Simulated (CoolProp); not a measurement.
CH3F (R41) along the isotherm 82.15 °C: fugacity coefficient from the reference equation and from simpler models built on Tc = 44.1 °C, pc = 5906 kPa, ω = 0.200; each cubic takes its own stable root.

Values from CoolProp's reference Helmholtz-energy equation of state, Lemmon 2006. It is a short technical equation, of lower accuracy than the large ones.

```
p (kPa)          phase  reference  Soave-Redlich-Kwong  Peng-Robinson
-------  -------------  ---------  -------------------  -------------
2680               gas     0.8820               0.8973         0.8839
5370               gas     0.7728               0.7997         0.7770
8050     supercritical          ?               0.7078              ?
10700    supercritical     0.5819               0.6255         0.5951
13400    supercritical          ?               0.5592         0.5279
16100    supercritical     0.4540                    ?         0.4790
18800    supercritical          ?               0.4759         0.4429
21500    supercritical     0.3851               0.4498         0.4159
24200    supercritical     0.3624                    ?         0.3951
26800    supercritical          ?               0.4157         0.3795
29500    supercritical     0.3310               0.4043         0.3668
```

Problem. Fill in the missing entries.

Solution. 
- 8050, reference: 0.6721
- 8050, Peng-Robinson: 0.6796
- 13400, reference: 0.5078
- 16100, Soave-Redlich-Kwong: 0.5110
- 18800, reference: 0.4146
- 24200, Soave-Redlich-Kwong: 0.4301
- 26800, reference: 0.3452
